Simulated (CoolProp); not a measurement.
A single-stage vapour-compression cycle with carbonyl sulfide: evaporating at 281.15 K (dew point), condensing at 338.15 K (bubble point), superheat 10 K, subcooling 8 K, compressor efficiency 0.75, no pressure losses. Each further row changes one setting.

Values from CoolProp's reference Helmholtz-energy equation of state, Lemmon 2006. It is a short technical equation, of lower accuracy than the large ones.

```json
[
 {"case": "as stated", "cooling COP": "2.85", "pressure ratio": "3.76", "discharge temperature (K)": "405.8", "refrigerating effect (kJ/kg)": "202", "volumetric capacity (kJ/m³)": "4590"},
 {"case": "evaporating temperature 286.15 K", "cooling COP": "3.23", "pressure ratio": "3.28", "discharge temperature (K)": "399.4", "refrigerating effect (kJ/kg)": "204", "volumetric capacity (kJ/m³)": "5290"},
 {"case": "condensing temperature 333.15 K", "cooling COP": "3.22", "pressure ratio": "3.41", "discharge temperature (K)": "396.4", "refrigerating effect (kJ/kg)": "209", "volumetric capacity (kJ/m³)": "4770"},
 {"case": "subcooling 13 K", "cooling COP": "2.96", "pressure ratio": "3.76", "discharge temperature (K)": "405.8", "refrigerating effect (kJ/kg)": "210", "volumetric capacity (kJ/m³)": "4770"},
 {"case": "superheat 20 K", "cooling COP": "2.82", "pressure ratio": "3.76", "discharge temperature (K)": "418.4", "refrigerating effect (kJ/kg)": "210", "volumetric capacity (kJ/m³)": "4560"},
 {"case": "compressor efficiency 0.65", "cooling COP": "2.47", "pressure ratio": "3.76", "discharge temperature (K)": "417.7", "refrigerating effect (kJ/kg)": "202", "volumetric capacity (kJ/m³)": "4590"}
]
```
